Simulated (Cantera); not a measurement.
A closed system holds: 1 mol Ta, 8.6 mol CO2, 9.3 mol H2, equilibrated at 19.0 Pa.

These are equilibrium values from Cantera (NASA tables, ideal gas, pure condensed phases), not measurements of a reactor. Candidate condensed phases: C, C6H6, C7H8, C8H18, H2O, Ta, TaC, Ta2O5; 113 gas species. Equilibrium is a limit: real reactors are often held back by kinetics, nucleation or transport.

log p: log10 of the partial pressure in bar; n: condensed amount in mol.

| T (°C) | log p H | log p CO | log p H2O | log p H2 | log p O | log p CO2 | log p TaO2 | log p OH | log p O2 | n Ta2O5(l) |
|---|---|---|---|---|---|---|---|---|---|---|
| 1850 | -4.65 | -4.16 | -4.40 | -4.42 | -5.93 | -4.84 | -6.42 | -5.54 | -6.28 | 0.481 |
| 1875 | -4.60 | -4.16 | -4.41 | -4.43 | -5.78 | -4.85 | -6.25 | -5.47 | -6.14 | 0.471 |
| 1900 | -4.54 | -4.17 | -4.44 | -4.45 | -5.65 | -4.87 | -6.09 | -5.40 | -6.01 | 0.457 |
| 1925 | -4.49 | -4.17 | -4.47 | -4.47 | -5.52 | -4.89 | -5.92 | -5.34 | -5.89 | 0.436 |
| 1950 | -4.44 | -4.18 | -4.50 | -4.50 | -5.39 | -4.92 | -5.76 | -5.29 | -5.78 | 0.405 |
| 1975 | -4.39 | -4.19 | -4.55 | -4.52 | -5.28 | -4.95 | -5.60 | -5.24 | -5.68 | 0.358 |
| 2000 | -4.35 | -4.20 | -4.60 | -4.55 | -5.17 | -4.99 | -5.44 | -5.21 | -5.60 | 0.288 |
| 2025 | -4.31 | -4.22 | -4.66 | -4.59 | -5.07 | -5.04 | -5.29 | -5.18 | -5.52 | 0.182 |
| 2050 | -4.28 | -4.23 | … | -4.63 | … | -5.09 | -5.13 | -5.16 | -5.46 | … |
| 2075 | -4.24 | -4.24 | -4.81 | -4.66 | -4.90 | -5.15 | -5.13 | -5.15 | -5.43 | 0 |
| 2100 | -4.20 | -4.25 | -4.90 | -4.70 | -4.84 | -5.22 | -5.14 | -5.16 | -5.42 | 0 |
| 2125 | -4.17 | -4.26 | -5.00 | -4.74 | -4.78 | -5.29 | -5.16 | -5.17 | -5.42 | 0 |
| 2150 | -4.14 | -4.27 | … | -4.79 | -4.72 | … | -5.17 | -5.19 | -5.43 | 0 |
| 2175 | -4.12 | -4.27 | -5.23 | -4.84 | -4.68 | -5.45 | -5.18 | -5.22 | -5.45 | 0 |

Question: Some entries are withheld; supply them.

Answer: 
- 2150, log p H2O: -5.11
- 2150, log p CO2: -5.37
- 2050, log p H2O: -4.73
- 2050, log p O: -4.98
- 2050, n Ta2O5(l): 0.0212
